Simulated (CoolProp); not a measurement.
R410A along the isotherm 226.85 °C: Z from the reference equation and from simpler models built on Tc = 71.3 °C, pc = 49.01 bar, ω = 0.296; each cubic takes its own stable root.

Computed with CoolProp (reference Helmholtz-energy equation of state, Lemmon 2003). It is a pseudo-pure fit of the blend.

| p (bar) | phase | reference |
|---|---|---|
| 17.5 | gas | 0.9681 |
| 35 | gas | 0.9373 |
| 52.5 | supercritical | 0.9081 |
| 70 | supercritical | 0.8808 |
| 87.5 | supercritical | 0.8558 |
| 105 | supercritical | 0.8339 |
| 123 | supercritical | 0.8154 |
| 140 | supercritical | 0.8022 |
| 158 | supercritical | 0.7930 |
| 175 | supercritical | 0.7888 |
| 193 | supercritical | 0.7887 |
| 210 | supercritical | 0.7922 |
| 228 | supercritical | 0.7991 |
| 245 | supercritical | 0.8083 |

Problem. How far does each simpler model (Redlich-Kwong, Peng-Robinson) lie from the reference over these 14 states: mean and median of the absolute difference, and the worst?

Solution. 
- Redlich-Kwong: mean 2.2 %, median 2.2 %, worst -3.9 % at 226.85 °C and 123 bar
- Peng-Robinson: mean 3.8 %, median 3.8 %, worst +8.0 % at 226.85 °C and 245 bar
